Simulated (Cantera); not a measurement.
A perfectly stirred reactor is fed with 73.0 % CH4, 27.0 % CO2, at 750 Torr; it is held at 1448 K, and followed from long to short residence time.

Cantera simulation using GRI-Mech 3.0 (53 species, 325 reactions); the numbers are that mechanism's predictions, not measurements. GRI-Mech 3.0 stops at C3 and has no aromatics, soot or wall deposition, so with more carbon than oxygen in the feed, carbon stays in small species such as C2H2 where larger ones or solid carbon would form.

x: mole fraction; the columns are a selection and need not sum to one.

| τ (s) | x CH4 | x CO2 | x H2O | x CH2CO | x HO2 |
|---|---|---|---|---|---|
| 6.8 | 0.205 | 0.0530 | 0.115 | (withheld) | <1e-12 |
| 2.6 | 0.300 | 0.100 | 0.0985 | (withheld) | <1e-12 |
| 0.99 | 0.437 | 0.172 | 0.0530 | (withheld) | <1e-12 |
| 0.37 | 0.566 | 0.228 | 0.0172 | (withheld) | <1e-12 |
| 0.14 | 0.651 | 0.255 | 0.00394 | (withheld) | <1e-12 |
| 0.054 | 0.697 | 0.265 | 0.000703 | (withheld) | <1e-12 |
| 0.021 | 0.718 | 0.269 | 0.000104 | (withheld) | <1e-12 |
| 0.0078 | 0.726 | 0.270 | 1.45e-5 | 2.69e-10 | <1e-12 |
| 0.0030 | 0.729 | 0.270 | 2.97e-6 | 2.06e-11 | <1e-12 |

Some entries are withheld; supply them.


- 6.8, x CH2CO: 1.38e-5
- 2.6, x CH2CO: 1.16e-5
- 0.99, x CH2CO: 5.67e-6
- 0.37, x CH2CO: 1.63e-6
- 0.14, x CH2CO: 3.20e-7
- 0.054, x CH2CO: 4.28e-8
- 0.021, x CH2CO: 3.90e-9
